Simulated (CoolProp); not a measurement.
A single-stage vapour-compression cycle with the fluid: evaporating at 250.15 K (dew point), condensing at 290.15 K (bubble point), superheat 2 K, subcooling 2 K, compressor efficiency 0.6, no pressure losses. The same conditions are run with several fluids, on thermodynamics alone (safety and materials aside).

The numbers come from the reference Helmholtz-energy equation of state of each fluid (n-perfluorobutane: Gao 2022; CH2F2 (R32): Tillner-Roth 1997; R1233zd(E): Akasaka 2022; cis-2-butene: Lemmon 2005; R1132(E): Akasaka 2024; propylene: Lemmon 2013) in CoolProp.

Problem. Rank n-perfluorobutane, CH2F2 (R32), R1233zd(E), cis-2-butene, R1132(E), propylene by cooling COP, highest first.

Solution. cis-2-butene (3.34), R1233zd(E) (3.32), propylene (3.17), CH2F2 (R32) (3.12), R1132(E) (3.10), n-perfluorobutane (2.80)

```csv
fluid,pressure ratio,discharge temperature (K),refrigerating effect (kJ/kg),volumetric capacity (kJ/m³)
n-perfluorobutane,5.13,290.1,63.9,297
CH2F2 (R32),3.75,363.9,284,2810
R1233zd(E),6.13,322.3,172,171
cis-2-butene,5.09,330.8,361,316
R1132(E),3.61,334.6,214,2640
propylene,3.42,326.7,320,1900
```

The compression ends wet for: n-perfluorobutane.
